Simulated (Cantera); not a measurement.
# Equilibrium for silicon nitride deposition: SiH2Cl2 + N2 + H2

A closed system holds: 1 mol SiH2Cl2, a varied amount of N2, 0.35 mol H2, equilibrated at 1750 K and 270 Pa.

Cantera equilibrium calculation (NASA polynomials, part measured and part estimated; ideal gas, pure solids and liquids). Candidate condensed phases: NH4Cl, Si, Si3N4; 28 gas species. The tables' values for SiCl, SiCl3, SiN are old estimates; treat these amounts as uncertain. The numbers say what is thermodynamically allowed, not how fast it happens.

```tsv
n(N2) (mol)	log p N2	log p H2	log p SiCl2	log p HCl	log p H	log p Cl	log p SiCl	log p SiCl3	n Si(l)
5.1	-2.73	-3.40	-3.57	-3.75	-5.33	-5.79	-5.80	-5.82	0.245
16	-2.63	-3.79	-3.96	-4.14	-5.53	-5.99	-6.00	-6.40	0.237
27	-2.61	-4.00	-4.17	-4.34	-5.63	-6.09	-6.10	-6.71	0.229
38	-2.60	-4.14	-4.31	-4.48	-5.70	-6.16	-6.17	-6.92	0.222
49	-2.59	-4.24	-4.41	-4.59	-5.76	-6.21	-6.22	-7.07	0.214
60	-2.59	-4.33	-4.50	-4.67	-5.80	-6.25	-6.26	-7.20	0.207
71	-2.58	-4.40	-4.57	-4.74	-5.83	-6.29	-6.30	-7.31	0.200
82	-2.58	-4.46	-4.63	-4.80	-5.86	-6.32	-6.33	-7.40	0.193
93	-2.58	-4.51	-4.68	-4.86	-5.89	-6.35	-6.35	-7.48	0.185
```
log p: log10 of the partial pressure in bar; n: condensed amount in mol.

From 5.1 mol N2 to 93 mol N2 the condensed part is Si(l). The main Si-bearing gas is SiCl2 throughout. The share of Si in condensed phases is highest at 5.1 mol N2 (24.5 %) and lowest at 93 mol N2 (18.5 %).
